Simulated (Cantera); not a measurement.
An adiabatic, constant-pressure homogeneous reactor starts with CO : H2 : CH4 : O2 : N2 = 1 : 0.39 : 0.21 : 0.796 : 2.99 (molar parts), at 1600 K and 3750 Torr. Integrator tolerance rtol = 1e-08.

Computed with Cantera and GRI-Mech 3.0 (53 species, 325 reactions).

### Question
What does this change do: initial temperature 1600 to 1725 K?

### Answer
```json
[
 {"quantity": "time of steepest temperature rise", "before": "10.7 µs", "after": "6.45 µs"},
 {"quantity": "temperature at 3.00 s", "before": "2956 K", "after": "3002 K"},
 {"quantity": "equilibrium temperature", "before": "2956 K", "after": "3002 K"},
 {"quantity": "x(CO) at 3.00 s", "before": "0.134 (gas-phase equilibrium 0.134)", "after": "0.139 (gas-phase equilibrium 0.139)"},
 {"quantity": "x(H2) at 3.00 s", "before": "0.0224 (gas-phase equilibrium 0.0224)", "after": "0.0234 (gas-phase equilibrium 0.0234)"},
 {"quantity": "x(CH4) at 3.00 s", "before": "<1e-12 (gas-phase equilibrium <1e-12)", "after": "<1e-12 (gas-phase equilibrium <1e-12)"},
 {"quantity": "x(HCO) at 3.00 s", "before": "4.99e-7 (gas-phase equilibrium 4.99e-7)", "after": "5.78e-7 (gas-phase equilibrium 5.78e-7)"},
 {"quantity": "x(NO) at 3.00 s", "before": "0.00796 (gas-phase equilibrium 0.00796)", "after": "0.00913 (gas-phase equilibrium 0.00913)"}
]
```
Above 3000 K some thermodynamic fits are extrapolated.
